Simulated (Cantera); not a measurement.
A closed system holds: 1 mol Al, 2.7 mol HBr, held at 1450 K and 0.00133 bar.

These are equilibrium values from Cantera (NASA tables, ideal gas, pure condensed phases), not measurements of a reactor. Candidate condensed phases: Al, AlBr3, Br2; 11 gas species. Kinetics and transport are ignored.

Base state: H2 0.497, AlBr3 0.293, AlBr 0.110, HBr 0.0953, Br 0.00428, H 0.000183 (mole fractions); condensed: gas only.

What changes in the equilibrium state with this change: HBr from 2.7 to 1.5 mol?


| species | before | after |
|---|---|---|
| AlBr | 0.110 | 0.437 |
| H2 | 0.497 | 0.408 |
| AlBr3 | 0.293 | 0.126 |
| HBr | 0.0953 | 0.0284 |
| Al | 2.41e-6 | 2.90e-5 |
| Br | 0.00428 | 0.00141 |

What changes in the equilibrium state with this change: HBr from 2.7 to 1.3 mol?


```
species    before     after
-------  --------  --------
AlBr        0.110     0.520
H2          0.497     0.380
AlBr3       0.293    0.0794
HBr        0.0953    0.0200
Al        2.41e-6   4.74e-5
Br        0.00428   0.00103
H        0.000183  0.000160
```

What changes in the equilibrium state with this change: HBr from 2.7 to 1.7 mol?


| species | before | after |
|---|---|---|
| H2 | 0.497 | 0.432 |
| AlBr | 0.110 | 0.363 |
| AlBr3 | 0.293 | 0.166 |
| HBr | 0.0953 | 0.0368 |
| Al | 2.41e-6 | 1.92e-5 |
| Br | 0.00428 | 0.00177 |
| H | 0.000183 | 0.000170 |
